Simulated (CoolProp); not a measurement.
Vapour-liquid equilibrium of R113 (1) + benzene (2) at 1.21 bar; x and y are mole fractions of (1).

Model: multi-fluid Helmholtz-energy mixture model, Marx 1992 and Thol 2012; pair parameters Bell 2016, in CoolProp.

Task: Give the bubble temperature and the first vapour's composition at x = 0.425, 0.5, 0.65. Is there an azeotrope?

Result: x = 0.425: 63.3 °C, y = 0.677; x = 0.5: 61.6 °C, y = 0.724; x = 0.65: 58.6 °C, y = 0.809. No azeotrope shows between x = 0.05 and 0.95.

The pair parameters rest on a limited set of measurements; away from them the model extrapolates.
